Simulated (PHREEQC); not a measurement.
Synthetic water in mg/L, 25 °C, pH 8.47, pe 9.7:

| constituent | mg/L |
|---|---|
| Na | 5.98 |
| K | 0.0224 |
| Ca | 15 |
| Mg | 5.9 |
| Cl | 14.5 |
| S(6) as SO4 | 39 |
| Alkalinity as HCO3 | 15.8 |
| Si as SiO2 | 0.0256 |
| Cu(2) | 0.175 |

Cl is adjusted to close the charge balance.
Valence states are taken as typed.

Model: ion-association model, wateq4f.dat, run in PHREEQC.

Precipitation was switched off in this run.

Problem. Order these Ca species by the share of Ca that they hold, largest first: CaHCO3+, CaSO4, Ca+2, CaCO3.

Solution. Ca+2 (95 %), CaSO4 (4.6 %), CaCO3 (0.40 %), CaHCO3+ (0.23 %)

The pH is 8.47 and the ionic strength 0.00239 mol/kgw. The solution is supersaturated, for example in Tenorite (slow to form), so a real one may precipitate; this is no full list. The database's constant for dissolved Cu(OH)2 is higher than later reviews accept.
